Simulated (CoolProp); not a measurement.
Vapour-liquid equilibrium of isopentane (1) + R365MFC (2) at 391.7 K; x and y are mole fractions of (1).

Values from CoolProp's multi-fluid Helmholtz-energy mixture model, Lemmon 2006 and Lemmon 2016; pair parameters Bell 2016.

```tsv
x	bubble pressure (MPa)	y at the bubble point	dew pressure at overall composition x (MPa)	liquid density (mol/L)
0.05	0.9714	0.103	0.9323	6.834
0.2	1.137	0.310	1.047	6.699
0.35	1.233	0.440	1.169	6.598
0.5	1.280	0.538	1.266	6.552
0.65	1.285	0.630	1.281	6.580
0.8	1.244	0.738	1.206	6.689
0.95	1.125	0.910	1.094	6.870
```

y crosses x between x = 0.5 and 0.65: the model has an azeotrope there.

Pair parameters are fitted to limited data, so mixtures are less certain than the pure fluids.
